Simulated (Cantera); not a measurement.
A perfectly stirred reactor is fed with N2O : H2O = 1 : 0.013 (molar parts), at 750 Torr; it is held at 1125 K, and followed from long to short residence time.

Model: GRI-Mech 3.0 (53 species, 325 reactions), integrated in Cantera. GRI-Mech 3.0 was tuned for natural gas; its chemistry of N2O as a main component is partial and can be far from experiment. The mechanism lacks the step 2 NO + O2 → 2 NO2, which can matter for NO2 below about 1400 K. The temperature is held fixed by assumption; the heat of reaction is taken as removed at once.

Question: What does this change do: temperature 1125 to 1250 K?

Answer: 
| quantity | before | after |
|---|---|---|
| x(N2O) at τ = 3.50 s | 0.603 | 0.144 |
| x(H2O) at τ = 3.50 s | 0.0112 | 0.00921 |
| x(H) at τ = 3.50 s | 1.52e-10 | 1.40e-9 |
| x(HO2) at τ = 3.50 s | 3.87e-8 | 5.42e-8 |
| x(NO2) at τ = 3.50 s | 0.000451 | 0.000521 |
| x(N2O) at τ = 55.0 ms | 0.976 | 0.878 |
| x(H2O) at τ = 55.0 ms | 0.0128 | 0.0124 |
| x(H) at τ = 55.0 ms | 2.06e-10 | 3.00e-9 |
| x(HO2) at τ = 55.0 ms | 5.99e-7 | 6.13e-7 |
| x(NO2) at τ = 55.0 ms | 0.000116 | 0.000439 |
